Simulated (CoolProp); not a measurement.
Saturation properties of m-xylene.

Values from CoolProp's reference Helmholtz-energy equation of state, Zhou 2012.

```
T (°C)  p (kPa)  enthalpy of vaporisation (kJ/kg)  vapour Z  vapour viscosity (µPa s)
------  -------  --------------------------------  --------  ------------------------
12.55    0.5236                             408.9    0.9992                      6.39
26.95     1.250                             401.2    0.9983                      6.64
41.35     2.715                             393.5    0.9970                      6.90
55.75     5.445                             386.0    0.9948                      7.17
70.15     10.19                             378.4    0.9917                      7.45
84.55     17.97                             370.8    0.9874                      7.74
98.95     30.09                             363.0    0.9817                      8.03
113.35    48.14                             355.1    0.9744                      8.32
127.65    73.84                             346.9    0.9654                      8.62
142.05    109.7                             338.3    0.9543                      8.92
156.45    158.1                             329.4    0.9410                      9.23
```

It boils at 139.1 °C under 1 atm.

Viscosity comes from a separate model (Cao 2016).
